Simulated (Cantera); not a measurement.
An adiabatic, constant-volume homogeneous reactor starts with 7.98 % CO, 0.878 % H₂, 0.679 % CH₄, 12.1 % O₂, 78.4 % N₂, equivalence ratio 0.48, at 1075 K and 13500 Torr.

Computed with Cantera and GRI-Mech 3.0 (53 species, 325 reactions). The pressure lies above the range GRI-Mech 3.0 was tuned for (to about 10 atm).

### Question
Predict: time of steepest temperature rise; temperature at 2.00 s; equilibrium temperature; x(CO) at 2.00 s; x(H₂) at 2.00 s.

### Answer
- time of steepest temperature rise: 1.95 ms
- temperature at 2.00 s: 2118 K
- equilibrium temperature: 2118 K
- x(CO) at 2.00 s: 0.000209 (gas-phase equilibrium 0.000209)
- x(H₂) at 2.00 s: 1.07e-5 (gas-phase equilibrium 1.07e-5)
